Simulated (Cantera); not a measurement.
Input: 1 mol CaCl2, 0.047 mol O2, 51 mol H2, equilibrated at 650 °C and 1.33 mbar.

Cantera equilibrium calculation (NASA polynomials, part measured and part estimated; ideal gas, pure solids and liquids). Candidate condensed phases: Ca, CaCl2, CaO, Ca(OH)2, H2O; 21 gas species. Condensed phases not in the tables: oxide chlorides. Equilibrium is a limit: real reactors are often held back by kinetics, nucleation or transport.

Base state: H2 0.998, H2O 0.00145, HCl 0.000775 (mole fractions); condensed: CaCl2(s) + CaO(s).

Question: What changes in the equilibrium state with this change: pressure from 1.33 mbar to 0.133 bar?

Answer: 
```tsv
species	before	after
H2	0.998	0.998
H2O	0.00145	0.00180
HCl	0.000775	8.62e-5
CaCl2(s), mol	0.980	0.998
CaO(s), mol	0.0198	0.00220
```

Question: What changes in the equilibrium state with this change: pressure from 1.33 mbar to 4.90 Pa?

Answer: 
```json
[
 {"species": "H2", "before": "0.998", "after": "0.997"},
 {"species": "HCl", "before": "0.000775", "after": "0.00254"},
 {"species": "H2O", "before": "0.00145", "after": "0.000573"},
 {"species": "CaCl2", "before": "7.19e-7", "after": "1.96e-5"},
 {"species": "CaCl2(s), mol", "before": "0.980", "after": "0.934"},
 {"species": "CaO(s), mol", "before": "0.0198", "after": "0.0648"}
]
```

Question: What changes in the equilibrium state with this change: pressure from 1.33 mbar to 13.3 mbar?

Answer: 
```json
[
 {"species": "H2", "before": "0.998", "after": "0.998"},
 {"species": "H2O", "before": "0.00145", "after": "0.00171"},
 {"species": "HCl", "before": "0.000775", "after": "0.000266"},
 {"species": "CaCl2(s), mol", "before": "0.980", "after": "0.993"},
 {"species": "CaO(s), mol", "before": "0.0198", "after": "0.00678"}
]
```
